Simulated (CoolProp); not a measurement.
Vapour-liquid equilibrium of CH2F2 (R32) (1) + fluoroethane (R161) (2) at 2.3 kPa; x and y are mole fractions of (1).

Model: multi-fluid Helmholtz-energy mixture model, Tillner-Roth 1997 and Wu 2012; pair parameters Bell 2016, in CoolProp.

Q: Give the bubble temperature and the first vapour's composition at x = 0.5, 0.65, 0.95. Is there an azeotrope?

A: x = 0.5: 170.2 K, y = 0.694; x = 0.65: 169.3 K, y = 0.790; x = 0.95: 167.9 K, y = 0.969. No azeotrope shows between x = 0.05 and 0.95.

Pair parameters are fitted to limited data, so mixtures are less certain than the pure fluids.
